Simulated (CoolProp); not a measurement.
Values from CoolProp's reference Helmholtz-energy equation of state, Tillner-Roth 1997.

Question: For CH2F2 (R32), give the phase and the cv (kJ/(kg K)), speed of sound (m/s), Joule-Thomson coefficient (K/MPa) at 435 K and 0.222 MPa; 435 K and 0.537 MPa.

Answer: 
- 435 K and 0.222 MPa: gas; cv 0.887, speed of sound 285, Joule-Thomson coefficient 7.77
- 435 K and 0.537 MPa: gas; cv 0.891, speed of sound 284, Joule-Thomson coefficient 7.73
